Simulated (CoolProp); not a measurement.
20 sccm (0 °C, 1 atm) of nitrogen bubbles through liquid cyclohexane at 329.3 K and leaves saturated at a total pressure of 0.15 MPa (ideal gas phase). Each further row changes one setting.

Values from CoolProp's reference Helmholtz-energy equation of state, Zhou 2014.

```
case                      vapour pressure (kPa)  mole fraction of vapour  delivery (mg/min)  delivery (sccm)  change of delivery for a bath 1 K warmer (%)
------------------------  ---------------------  -----------------------  -----------------  ---------------  --------------------------------------------
as stated                                  45.4                    0.302               32.6             8.67                                           5.3
bath temperature 334.3 K                   54.0                    0.360                  …                …                                             …
total pressure 0.3 MPa                     45.4                    0.151               13.4             3.56                                           4.3
```

Task: Some entries are withheld; supply them.

Result: 
- bath temperature 334.3 K, delivery (mg/min): 42.3
- bath temperature 334.3 K, delivery (sccm): 11.3
- bath temperature 334.3 K, change of delivery for a bath 1 K warmer (%): 5.6
